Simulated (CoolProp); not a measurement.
R123 at 298.15 K and 1.59 MPa is throttled through a valve to 0.686 MPa with no heat exchange. Each further row changes one setting.

Computed with CoolProp (reference Helmholtz-energy equation of state, Younglove 1994). It is a modified Benedict-Webb-Rubin equation, recast in Helmholtz form.

| case | temperature change (K) | final density (kg/m³) |
|---|---|---|
| as stated | +0.3 | 1460 |
| outlet pressure 0.206 MPa | … | 1460 |
| outlet pressure 0.892 MPa | … | … |

What belongs in the gaps?


- outlet pressure 0.206 MPa, temperature change (K): +0.4
- outlet pressure 0.892 MPa, temperature change (K): +0.2
- outlet pressure 0.892 MPa, final density (kg/m³): 1470
